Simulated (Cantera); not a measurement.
## Equilibrium for abatement and gas-phase synthesis: N2O + O2 + H2

Feed: 1 mol N2O, 0.037 mol O2, 15 mol H2, at 2277 °C.

Method: chemical equilibrium by Gibbs-energy minimisation in Cantera with the NASA 1993 tables (ideal gas, pure condensed phases). Candidate condensed phases: H2O; 24 gas species. The ideal-gas law is rough above about 30 bar. The numbers say what is thermodynamically allowed, not how fast it happens.

From 0.0750 Torr to 225000 Torr nothing is condensed.

```
P (Pa)    log p H2  log p H  log p H2O  log p N2  log p O
--------  --------  -------  ---------  --------  -------
10           -5.12    -4.07      -6.79     -5.47    -5.52
65           -3.75    -3.38      -4.91     -4.57    -5.02
420          -2.64    -2.83      -3.72     -3.67    -4.93
2700         -1.71    -2.36      -2.80     -2.81    -4.95
17000        -0.86    -1.94      -1.97     -1.99    -4.96
110000       -0.03    -1.52      -1.14     -1.17    -4.97
720000        0.79    -1.11      -0.32     -0.35    -4.97
4700000       1.61    -0.70       0.50      0.47    -4.97
30000000      2.42    -0.30       1.30      1.27    -4.97
```
log p: log10 of the partial pressure in bar; nothing condenses.
